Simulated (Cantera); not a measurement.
## Ignition delay

Mixture: 6.73 % CH₄, 0.431 % H₂, 19.5 % O₂, 73.3 % N₂, equivalence ratio 0.70, at 750 Torr, adiabatic and at constant pressure. Ignition delay is the time to a rise of 400 K.

Cantera simulation using GRI-Mech 3.0 (53 species, 325 reactions); the numbers are that mechanism's predictions, not measurements. Below about 1000 K GRI-Mech 3.0 lacks low-temperature oxidation paths.

```
T0 (K)  delay (ms)
------  ----------
950            417
1025           166
1100          66.8
1175          26.2
1250          10.4
1325          4.37
1400          1.96
1475         0.953
1550         0.504
```

```json
{
 "apparent activation energy between 1400 and 1550 K": "160 kJ/mol"
}
```
